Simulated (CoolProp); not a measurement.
Vapour-liquid equilibrium of R143a (1) + isobutane (2) at 24 kPa; x and y are mole fractions of (1).

Model: multi-fluid Helmholtz-energy mixture model, Lemmon and Jacobsen 2000 and Bücker 2006; pair parameters Bell 2016, in CoolProp.

| x | bubble temperature (K) | y at the bubble point | dew temperature at overall composition x (K) | liquid density (mol/L) |
|---|---|---|---|---|
| 0.05 | 214.5 | [?] | [?] | 11.17 |
| 0.2 | 202.5 | 0.833 | 225.7 | 11.73 |
| 0.35 | 200.7 | [?] | [?] | 12.16 |
| 0.5 | [?] | 0.862 | 217.8 | 12.62 |
| 0.65 | 200.3 | 0.866 | 212.3 | 13.13 |
| 0.8 | 199.9 | 0.885 | 204.6 | [?] |
| 0.95 | 199.6 | 0.953 | 199.6 | 14.45 |

Fill in the missing entries.


- 0.05, y at the bubble point: 0.596
- 0.05, dew temperature at overall composition x (K): 228.8
- 0.35, y at the bubble point: 0.859
- 0.35, dew temperature at overall composition x (K): 222.1
- 0.5, bubble temperature (K): 200.5
- 0.8, liquid density (mol/L): 13.74

No azeotrope shows between x = 0.05 and 0.95.

The pair parameters rest on a limited set of measurements; away from them the model extrapolates. With so large a gap from Raoult's law the liquid may split in two, which this calculation doesn't test in full.
